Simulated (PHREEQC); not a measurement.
1 kg of water holding 0.52 mol/kgw Na2SO4 and 0.37 mol/kgw Na2CO3 is evaporated at 25 °C; the solids stay in contact with the brine. CO2 is held at log p = -3.4 (atm). Only these solids could form: Burkeite, Mirabilite, Nahcolite, Natron, Thenardite, Trona.

The series has 12 steps of water left (kg), from 0.9989 to 0.01788.

Equilibrium calculation in PHREEQC: Pitzer model, pitzer.dat.

Which solids form, in which order, and at which step of the series does each first stand?

Mirabilite from water left = 0.2346 kg (pH 9.98); Trona from water left = 0.1698 kg (pH 9.99).

Species that the database lacks are ignored.
